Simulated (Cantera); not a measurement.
An isothermal, constant-pressure homogeneous reactor starts with NO : N₂ = 1 : 3.8 (molar parts), at 2100 K and 0.0474 atm. Integrator tolerance rtol = 1e-08.

Computed with Cantera and GRI-Mech 3.0 (53 species, 325 reactions). Radical loss at walls, strong at low pressure, is not modelled.

### Question
What does this change do: N2 3.8 to 0.4 parts?

### Answer
```
quantity                                           before                                    after
----------------  ---------------------------------------  ---------------------------------------
x(NO) at 7.00 s    0.0255 (gas-phase equilibrium 0.00731)    0.0253 (gas-phase equilibrium 0.0116)
x(N₂O) at 7.00 s  2.88e-7 (gas-phase equilibrium 9.51e-8)  2.51e-7 (gas-phase equilibrium 1.27e-7)
x(NO₂) at 7.00 s  5.37e-6 (gas-phase equilibrium 1.62e-6)  1.04e-5 (gas-phase equilibrium 4.80e-6)
x(O) at 7.00 s    0.00192 (gas-phase equilibrium 0.00201)  0.00374 (gas-phase equilibrium 0.00377)
x(O₂) at 7.00 s     0.0904 (gas-phase equilibrium 0.0994)      0.342 (gas-phase equilibrium 0.349)
```

### Question
What does this change do: N2 3.8 to 0.62 parts?

### Answer
```
quantity                                           before                                    after
----------------  ---------------------------------------  ---------------------------------------
x(NO) at 7.00 s    0.0255 (gas-phase equilibrium 0.00731)    0.0251 (gas-phase equilibrium 0.0111)
x(N₂O) at 7.00 s  2.88e-7 (gas-phase equilibrium 9.51e-8)  2.56e-7 (gas-phase equilibrium 1.27e-7)
x(NO₂) at 7.00 s  5.37e-6 (gas-phase equilibrium 1.62e-6)  9.53e-6 (gas-phase equilibrium 4.29e-6)
x(O) at 7.00 s    0.00192 (gas-phase equilibrium 0.00201)  0.00346 (gas-phase equilibrium 0.00350)
x(O₂) at 7.00 s     0.0904 (gas-phase equilibrium 0.0994)      0.294 (gas-phase equilibrium 0.301)
```
